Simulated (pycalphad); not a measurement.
## Effect of Mn content in Al-Si-Mn

CALPHAD calculation (pycalphad, COST 507 light-alloy database (1999)), 1 atm. The data set is of 1999 and partly superseded. Phase fractions are per mole of atoms.

```tsv
alloy	liquidus (K)	first solid	solidus (K)	phases at 575 K
Al-12.4Si-1.92Mn (at.%)	977	ALMNSI_ALPHA	850	fcc 0.78, ALMNSI_ALPHA 0.11, diamond (Si) 0.11
Al-12.4Si-3.85Mn (at.%)	1034	ALMNSI_BETA	850	fcc 0.68, ALMNSI_ALPHA 0.22, diamond (Si) 0.10
Al-12.4Si-5.77Mn (at.%)	1083	ALMNSI_BETA	850	fcc 0.59, ALMNSI_ALPHA 0.33, diamond (Si) 0.08
Al-12.4Si-7.7Mn (at.%)	1119	ALMNSI_BETA	850	fcc 0.49, ALMNSI_ALPHA 0.44, diamond (Si) 0.07
```

Database names, with the compositions (at.%) that they take in these runs: ALMNSI_ALPHA: Al 70 Mn 17 Si 12; ALMNSI_BETA: Al 62 Mn 23 Si 14.
